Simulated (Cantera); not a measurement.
Charge: 1 mol SiH₂Cl₂, 18 mol N₂, equilibrated at 1948 K and 1.20 Torr.

Method: chemical equilibrium by Gibbs-energy minimisation in Cantera with the NASA 1993 tables (ideal gas, pure condensed phases). Candidate condensed phases: NH₄Cl, Si, Si₃N₄; 28 gas species. The tables' values for SiCl, SiN, SiCl₃ are old estimates; treat these amounts as uncertain. Rates play no part.

Base state: N₂ 0.885, SiCl₂ 0.0345, H₂ 0.0344, HCl 0.0241, Si 0.0116, H 0.00524, Cl 0.00275, SiCl 0.00232 (mole fractions); condensed: gas only.

Q: What changes in the equilibrium state with this change: temperature from 1948 K to 950 K?

A: 
```tsv
species	before	after
N₂	0.885	0.903
HCl	0.0241	0.0750
H₂	0.0344	0.0143
SiCl₂	0.0345	6.25e-7
Si	0.0116	<1e-9
SiCl₄	8.95e-8	0.00716
H	0.00524	1.67e-9
SiCl	0.00232	<1e-9
Cl	0.00275	8.29e-9
Si₂N	0.000143	<1e-9
SiN	0.000129	<1e-9
Si₃N₄(s), mol	0	0.287
```
N₂ is the only nitrogen source here; it is nearly inert below about 1500 K, so the nitride shown seldom forms there in practice. The tables' values for SiCl₃ are old estimates; treat these amounts as uncertain.

Q: What changes in the equilibrium state with this change: SiH₂Cl₂ replaced by trisilylamine?

A: 
| species | before | after |
|---|---|---|
| N₂ | 0.885 | 0.787 |
| H₂ | 0.0344 | 0.185 |
| Si | 0.0116 | 0.0145 |
| SiCl₂ | 0.0345 | 0 |
| HCl | 0.0241 | 0 |
| H | 0.00524 | 0.0122 |
| Cl | 0.00275 | 0 |
| SiCl | 0.00232 | 0 |
| SiCl₃ | 4.97e-5 | 0 |
| Si(l), mol | 0 | 2.63 |
The feed counts by its element totals alone. The tables' values for SiN are old estimates; treat these amounts as uncertain. Gases not in the tables: Si₂H₆ and higher silanes.

Q: What changes in the equilibrium state with this change: pressure from 1.20 Torr to 750 Torr?

A: 
```csv
species,before,after
N₂,0.885,0.899
HCl,0.0241,0.0403
H₂,0.0344,0.0305
Si,0.0116,4.69e-6
SiCl₂,0.0345,0.0275
Si₃,1.49e-5,<1e-9
Si₂,8.46e-5,8.62e-9
SiCl₄,8.95e-8,0.000141
SiHCl₃,4.48e-8,3.73e-5
Si₂N,0.000143,3.66e-7
"Si₃N₄(s), mol",0,0.140
```
The tables' values for SiCl₃, SiCl are old estimates; treat these amounts as uncertain.
